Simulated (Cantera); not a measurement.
Charge: 1 mol CH₄, 0.18 mol CO₂, a varied amount of N₂, 0.081 mol NH₃, equilibrated at 2425 K and 21.0 bar.

Method: chemical equilibrium by Gibbs-energy minimisation in Cantera with the NASA 1993 tables (ideal gas, pure condensed phases). Candidate condensed phases: C, C₆H₆, C₇H₈, C₈H₁₈, H₂O; 136 gas species. The numbers say what is thermodynamically allowed, not how fast it happens.

At 1.3 mol N₂, list the 4 most abundant gas species with their mole fractions, and the condensed phases.

H₂ 0.533, N₂ 0.337, CO 0.0941, HCN 0.0247. Condensed: C(graphite).
